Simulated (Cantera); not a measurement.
A perfectly stirred reactor is fed with 63.7 % CH4, 36.3 % CO2, at 11.0 bar; it is held at 1550 K, and followed from long to short residence time.

Model: GRI-Mech 3.0 (53 species, 325 reactions), integrated in Cantera. GRI-Mech 3.0 stops at C3 and has no aromatics, soot or wall deposition, so with more carbon than oxygen in the feed, carbon stays in small species such as C2H2 where larger ones or solid carbon would form.

Predict: x(CH4) at τ = 1.20 s; x(CO2) at τ = 1.20 s; x(CO) at τ = 1.20 s; x(H) at τ = 1.20 s; x(CH4) at τ = 53.0 ms; x(CO2) at τ = 53.0 ms; x(CO) at τ = 53.0 ms; x(H) at τ = 53.0 ms.


```
Quantity                 Value
---------------------  -------
x(CH4) at τ = 1.20 s     0.194
x(CO2) at τ = 1.20 s    0.0597
x(CO) at τ = 1.20 s      0.265
x(H) at τ = 1.20 s     4.71e-6
x(CH4) at τ = 53.0 ms    0.337
x(CO2) at τ = 53.0 ms    0.214
x(CO) at τ = 53.0 ms    0.0904
x(H) at τ = 53.0 ms    2.72e-6
```
